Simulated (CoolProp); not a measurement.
Acetone along the isotherm 179.95 °C: density (kg/m³) from the reference equation and from simpler models built on Tc = 235.0 °C, pc = 46.92 bar, ω = 0.307; each cubic takes its own stable root.

Values from CoolProp's reference Helmholtz-energy equation of state, Lemmon 2006. It is a short technical equation, of lower accuracy than the large ones.

| p (bar) | phase | reference |
|---|---|---|
| 2.61 | gas | 4.165 |
| 5.21 | gas | 8.631 |
| 7.82 | gas | 13.50 |
| 10.4 | gas | 18.79 |
| 13 | gas | 24.75 |
| 15.6 | gas | 31.55 |
| 18.2 | gas | 39.61 |
| 20.9 | liquid | 563.8 |
| 23.5 | liquid | 565.7 |

**Question.** How far does each simpler model (van der Waals, Redlich-Kwong, Soave-Redlich-Kwong, Peng-Robinson) lie from the reference over these 9 states: mean and median of the absolute difference, and the worst?

**Answer.** 
- van der Waals: mean 25.5 %, median 7.9 %, worst -92.7 % at 179.95 °C and 20.9 bar
- Redlich-Kwong: mean 23.6 %, median 5.1 %, worst -92.3 % at 179.95 °C and 20.9 bar
- Soave-Redlich-Kwong: mean 8.3 %, median 4.0 %, worst -25.8 % at 179.95 °C and 20.9 bar
- Peng-Robinson: mean 5.2 %, median 2.7 %, worst -15.8 % at 179.95 °C and 20.9 bar

At some of these states van der Waals, Redlich-Kwong gives the other phase, because its saturation line lies elsewhere.
